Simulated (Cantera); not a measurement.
Mixture: 3.69 % CH4, 0.480 % C2H6, 20.2 % O2, 75.7 % N2, at 975 Torr, adiabatic and at constant volume. Ignition delay is the time to a rise of 400 K.

Model: GRI-Mech 3.0 (53 species, 325 reactions), integrated in Cantera.

Predict: delay at 1150 K; delay at 1200 K; delay at 1250 K; delay at 1300 K; delay at 1350 K; delay at 1400 K; delay at 1450 K; apparent activation energy between 1350 and 1450 K.


| Item | Value |
|---|---|
| delay at 1150 K | 5.66 ms |
| delay at 1200 K | 2.82 ms |
| delay at 1250 K | 1.53 ms |
| delay at 1300 K | 0.886 ms |
| delay at 1350 K | 0.537 ms |
| delay at 1400 K | 0.338 ms |
| delay at 1450 K | 0.219 ms |
| apparent activation energy between 1350 and 1450 K | 150 kJ/mol |
